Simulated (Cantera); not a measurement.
Input: 1 mol Al(CH₃)₃, 43 mol H₂O, 10 mol H₂, at 1823.15 K and 300 Pa.

Equilibrium computed with Cantera from the NASA thermochemical tables; the gas is ideal and each condensed phase is pure. Candidate condensed phases: Al, Al₂O₃, C, C₆H₆, C₇H₈, C₈H₁₈, H₂O; 121 gas species. The feed counts by its element totals alone. Equilibrium is a limit: real reactors are often held back by kinetics, nucleation or transport.

Base state: H₂O 0.618, H₂ 0.327, CO 0.0334, CO₂ 0.0161, H 0.00453, OH 0.000595 (mole fractions); condensed: Al₂O₃(s).

Task: What changes in the equilibrium state with this change: temperature from 1823.15 K to 1123.15 K?

Result: 
```csv
species,before,after
H₂O,0.618,0.606
H₂,0.327,0.345
CO₂,0.0161,0.0306
CO,0.0334,0.0190
OH,0.000595,4.15e-9
H,0.00453,4.58e-7
"Al₂O₃(s), mol",0.500,0.500
```

Task: What changes in the equilibrium state with this change: temperature from 1823.15 K to 1075 K?

Result: 
```json
[
 {"species": "H₂O", "before": "0.618", "after": "0.604"},
 {"species": "H₂", "before": "0.327", "after": "0.346"},
 {"species": "CO₂", "before": "0.0161", "after": "0.0323"},
 {"species": "CO", "before": "0.0334", "after": "0.0172"},
 {"species": "OH", "before": "0.000595", "after": "1.04e-9"},
 {"species": "H", "before": "0.00453", "after": "1.58e-7"},
 {"species": "Al₂O₃(s), mol", "before": "0.500", "after": "0.500"}
]
```
